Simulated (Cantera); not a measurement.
Feed: 1 mol PbO, 2.1 mol H₂, held at 775 K and 0.570 bar.

Method: chemical equilibrium by Gibbs-energy minimisation in Cantera with the NASA 1993 tables (ideal gas, pure condensed phases). Candidate condensed phases: H₂O, Pb, PbO, PbO₂, Pb₃O₄; 12 gas species. Equilibrium is a limit: real reactors are often held back by kinetics, nucleation or transport.

Base state: H₂ 0.524, H₂O 0.476 (mole fractions); condensed: Pb(l).

### Question
What changes in the equilibrium state with this change: temperature from 775 K to 1498 K?

### Answer
| species | before | after |
|---|---|---|
| H₂ | 0.524 | 0.502 |
| H₂O | 0.476 | 0.456 |
| Pb | 4.37e-8 | 0.0423 |
| Pb₂ | <1e-9 | 1.75e-5 |
| H | <1e-9 | 1.61e-5 |
| PbO | <1e-9 | 1.45e-5 |
| Pb(l), mol | 1.00 | 0.907 |
